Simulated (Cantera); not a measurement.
A closed system holds: 1 mol CH3SiH3, 0.36 mol C3H8, 2.4 mol H2, at 0.0100 bar.

Method: chemical equilibrium by Gibbs-energy minimisation in Cantera with the NASA 1993 tables (ideal gas, pure condensed phases). Candidate condensed phases: C, C6H6, C7H8, C8H18, Si, SiC; 87 gas species. The feed counts by its element totals alone. Gases not in the tables: Si2H6 and higher silanes. The numbers say what is thermodynamically allowed, not how fast it happens.

Task: What share of the Si ends up in condensed phases as a function of T (°C), at 1627, 1677, 1727, 1777, 1827, 1877, 1927, 1977, 2027, 2077?

Result: 
```tsv
T (°C)	Si condensed (%)	as
1627	100.0	SiC(s)
1677	99.9	SiC(s)
1727	99.8	SiC(s)
1777	99.6	SiC(s)
1827	99.1	SiC(s)
1877	98.2	SiC(s)
1927	96.5	SiC(s)
1977	93.1	SiC(s)
2027	86.9	SiC(s)
2077	75.3	SiC(s)
```
